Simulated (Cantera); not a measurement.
## Equilibrium for sublimation and decomposition of ceramics: BN + N₂

Feed: 1 mol BN, 6.5 mol N₂, equilibrated at 2375 °C and 3.90 mbar.

Cantera equilibrium calculation (NASA polynomials, part measured and part estimated; ideal gas, pure solids and liquids). Candidate condensed phases: B, BN; 5 gas species. Kinetics and transport are ignored.

| Quantity | Value |
|---|---|
| x(N₂) | 0.914 |
| x(B) | 0.0847 |
| x(BN) | 0.00153 |
| x(B₂) | 2.78e-5 |
| x(N) | 1.63e-5 |
| n(B(l)) | 0.339 mol |
| gas amount | 7.655 mol |
